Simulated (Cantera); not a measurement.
Fluorocarbon and chlorocarbon gases: CCl4 + H2

A closed system holds: 1 mol CCl4, 1.8 mol H2, at 6.30 mbar.

Cantera equilibrium calculation (NASA polynomials, part measured and part estimated; ideal gas, pure solids and liquids). Candidate condensed phases: C, C6H6, C7H8, C8H18; 91 gas species. The tables' values for CCl are old estimates; treat these amounts as uncertain. Equilibrium is a limit: real reactors are often held back by kinetics, nucleation or transport.

```json
[
 {"T (°C)": "675", "x HCl": "0.947", "x Cl": "0.000493", "x H": "<1e-12", "x H2": "1.46e-10", "x Cl2": "0.0524", "x C3": "<1e-12", "x C": "<1e-12", "n C(graphite)": "1.000"},
 {"T (°C)": "875", "x HCl": "0.944", "x Cl": "0.00745", "x H": "9.09e-11", "x H2": "1.01e-8", "x Cl2": "0.0487", "x C3": "<1e-12", "x C": "<1e-12", "n C(graphite)": "1.00"},
 {"T (°C)": "1075", "x HCl": "0.928", "x Cl": "0.0415", "x H": "1.58e-8", "x H2": "2.95e-7", "x Cl2": "0.0308", "x C3": "<1e-12", "x C": "<1e-12", "n C(graphite)": "1.00"},
 {"T (°C)": "1275", "x HCl": "0.907", "x Cl": "0.0861", "x H": "1.27e-6", "x H2": "1.06e-5", "x Cl2": "0.00732", "x C3": "<1e-12", "x C": "<1e-12", "n C(graphite)": "1.000"},
 {"T (°C)": "1475", "x HCl": "0.900", "x Cl": "0.0989", "x H": "5.82e-5", "x H2": "0.000408", "x Cl2": "0.00102", "x C3": "3.54e-12", "x C": "9.64e-12", "n C(graphite)": "1.000"},
 {"T (°C)": "1675", "x HCl": "0.878", "x Cl": "0.114", "x H": "0.00118", "x H2": "0.00681", "x Cl2": "0.000225", "x C3": "1.18e-9", "x C": "1.53e-9", "n C(graphite)": "1.000"},
 {"T (°C)": "1875", "x HCl": "0.789", "x Cl": "0.169", "x H": "0.00940", "x H2": "0.0321", "x Cl2": "0.000116", "x C3": "1.30e-7", "x C": "9.40e-8", "n C(graphite)": "0.999"},
 {"T (°C)": "2075", "x HCl": "0.624", "x Cl": "0.267", "x H": "0.0406", "x H2": "0.0681", "x Cl2": "8.48e-5", "x C3": "6.33e-6", "x C": "2.85e-6", "n C(graphite)": "0.996"},
 {"T (°C)": "2275", "x HCl": "0.413", "x Cl": "0.378", "x H": "0.117", "x H2": "0.0899", "x Cl2": "6.10e-5", "x C3": "0.000164", "x C": "5.05e-5", "n C(graphite)": "0.983"},
 {"T (°C)": "2475", "x HCl": "0.216", "x Cl": "0.463", "x H": "0.237", "x H2": "0.0767", "x Cl2": "3.80e-5", "x C3": "0.00261", "x C": "0.000586", "n C(graphite)": "0.911"},
 {"T (°C)": "2675", "x HCl": "0.0857", "x Cl": "0.489", "x H": "0.342", "x H2": "0.0410", "x Cl2": "1.97e-5", "x C3": "0.0282", "x C": "0.00486", "n C(graphite)": "0.247"},
 {"T (°C)": "2875", "x HCl": "0.0311", "x Cl": "0.492", "x H": "0.402", "x H2": "0.0172", "x Cl2": "1.03e-5", "x C3": "0.0317", "x C": "0.0161", "n C(graphite)": "0"}
]
```
x: gas mole fraction; n: condensed amount in mol.

From 675 °C to 2675 °C the condensed part is C(graphite). At 2875 °C nothing is condensed. The main C-bearing gas is CCl4 at 675 °C and C3 at 2875 °C.
